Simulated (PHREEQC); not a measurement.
0.043 g of hydrous ferric oxide (600 m²/g; 0.2 weak and 0.005 strong sites per Fe, Dzombak-Morel constants, diffuse double layer) in 1 kg of water with 0.001 mol/kgw of an inert sodium salt, at 25 °C; the pH is set by adding NaOH or the inert anion's acid. Oxygen alone is held at its pressure in air (log pO2 = -0.68). CO2 from the air is kept out. No solid was allowed to form.

Base run: PHREEQC, ion-association model, wateq4f.dat. Each further column changes one thing. The table gives surface charge σ (C/m²).

```json
[
 {"pH": "3", "base": "0.252", "background salt from 0.001 to 0.0001 mol/kgw": "0.223", "oxide from 0.043 to 0.21 g/kgw": "0.256", "0.00035 mol/kgw H3BO3 added": "0.252"},
 {"pH": "3.75", "base": "0.143", "background salt from 0.001 to 0.0001 mol/kgw": "0.091", "oxide from 0.043 to 0.21 g/kgw": "0.146", "0.00035 mol/kgw H3BO3 added": "0.143"},
 {"pH": "4.5", "base": "0.078", "background salt from 0.001 to 0.0001 mol/kgw": "0.036", "oxide from 0.043 to 0.21 g/kgw": "0.079", "0.00035 mol/kgw H3BO3 added": "0.078"},
 {"pH": "5.25", "base": "0.040", "background salt from 0.001 to 0.0001 mol/kgw": "0.015", "oxide from 0.043 to 0.21 g/kgw": "0.040", "0.00035 mol/kgw H3BO3 added": "0.040"},
 {"pH": "6", "base": "0.019", "background salt from 0.001 to 0.0001 mol/kgw": "0.006", "oxide from 0.043 to 0.21 g/kgw": "0.019", "0.00035 mol/kgw H3BO3 added": "0.019"},
 {"pH": "6.75", "base": "0.008", "background salt from 0.001 to 0.0001 mol/kgw": "0.003", "oxide from 0.043 to 0.21 g/kgw": "0.008", "0.00035 mol/kgw H3BO3 added": "0.008"},
 {"pH": "7.5", "base": "0.003", "background salt from 0.001 to 0.0001 mol/kgw": "0.001", "oxide from 0.043 to 0.21 g/kgw": "0.003", "0.00035 mol/kgw H3BO3 added": "0.003"},
 {"pH": "8.25", "base": "-0.001", "background salt from 0.001 to 0.0001 mol/kgw": "0.000", "oxide from 0.043 to 0.21 g/kgw": "-0.001", "0.00035 mol/kgw H3BO3 added": "-0.001"},
 {"pH": "9", "base": "-0.004", "background salt from 0.001 to 0.0001 mol/kgw": "-0.001", "oxide from 0.043 to 0.21 g/kgw": "-0.004", "0.00035 mol/kgw H3BO3 added": "-0.005"}
]
```

The oxide is taken as insoluble; below pH 4 it would dissolve.
